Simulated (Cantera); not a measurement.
Ignition delay

Mixture: CH₄ : O₂ : N₂ : H₂O = 1 : 1.54 : 4.92 : 0.27 (molar parts), equivalence ratio 1.3, at 1.00 bar, adiabatic and at constant volume. Ignition delay is the time to a rise of 400 K.

Computed with Cantera and GRI-Mech 3.0 (53 species, 325 reactions).

```json
[
 {"T0 (K)": "1248", "delay (ms)": "24.3"},
 {"T0 (K)": "1323", "delay (ms)": "9.09"},
 {"T0 (K)": "1398", "delay (ms)": "3.64"},
 {"T0 (K)": "1473", "delay (ms)": "1.56"},
 {"T0 (K)": "1548", "delay (ms)": "0.725"},
 {"T0 (K)": "1623", "delay (ms)": "0.365"}
]
```

The apparent activation energy between 1473 and 1623 K is 190 kJ/mol.
